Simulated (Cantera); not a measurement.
Cantera run, input and output.

```python
import numpy as np
import cantera as ct

gas = ct.Solution("gri30.yaml")


def delay(T, t_max=10):
    gas.TPX = T, 101325, {'CH4': 1, 'O2': 1.18, 'N2': 4.42, 'CO2': 0.74, 'H2': 0.017}
    reactor = ct.IdealGasReactor(gas, clone=False)
    net = ct.ReactorNet([reactor])
    net.rtol, net.atol = 1e-8, 1e-16
    while net.time < t_max:
        t_old, T_old = net.time, reactor.T
        net.step()
        if reactor.T > T + 400:  # ignition: a rise of 400 K
            return t_old + (T + 400 - T_old) / (reactor.T - T_old) * (net.time - t_old)
    return np.nan


taus = []
for T in [1125, 1225, 1325, 1425, 1525, 1625, 1725]:
    taus.append(delay(T))
    print(f"T0 = {T:6g} K   tau = {taus[-1]:.4e} s")
```

Output:

```
T0 =   1125 K   tau = 1.5962e-01 s
T0 =   1225 K   tau = 4.0157e-02 s
T0 =   1325 K   tau = 1.1081e-02 s
T0 =   1425 K   tau = 3.3682e-03 s
T0 =   1525 K   tau = 1.1481e-03 s
T0 =   1625 K   tau = 4.4872e-04 s
T0 =   1725 K   tau = 2.0154e-04 s
```

Detailed kinetics in Cantera: GRI-Mech 3.0 (53 species, 325 reactions).
